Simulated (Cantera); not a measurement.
Mixture: CH4 : O2 : N2 = 1 : 2.04 : 7.67 (molar parts), at 6.20 bar, adiabatic and at constant pressure. Ignition delay is the time to a rise of 400 K.

Detailed kinetics in Cantera: GRI-Mech 3.0 (53 species, 325 reactions).

### Question
What does this change do: 0.17 parts C2H6 added?

### Answer
```tsv
quantity	before	after
delay at 1250 K	4.24 ms	0.559 ms
delay at 1450 K	0.460 ms	84.8 µs
delay at 1650 K	72.2 µs	19.1 µs
delay at 1850 K	16.9 µs	5.79 µs
delay at 2050 K	5.65 µs	2.42 µs
apparent activation energy between 1950 and 2150 K	170 kJ/mol	130 kJ/mol
```
